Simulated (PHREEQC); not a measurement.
Solution A (0.01 mol/kgw KOH, 0.033 mol/kgw K2SO4 and 0.0099 mol/kgw CO2) is mixed with solution B (0.0046 mol NaHSO4 and 3.7e-05 mol KOH per kg of water) at 20 °C; shares are by mass of water, 1 kg in all. No CO2 enters from the air. Solids allowed: Arcanite, Burkeite, Glaserite, Kalicinite, Mirabilite, Misenite, Nahcolite, Natron, Thenardite, Trona. Others were left out.

The numbers come from PHREEQC with the Pitzer model, pitzer.dat.

Predict pH at share of solution B = 0.7, 0.8.


| share of solution B | pH |
|---|---|
| 0.7 | 3.96 |
| 0.8 | 3.02 |
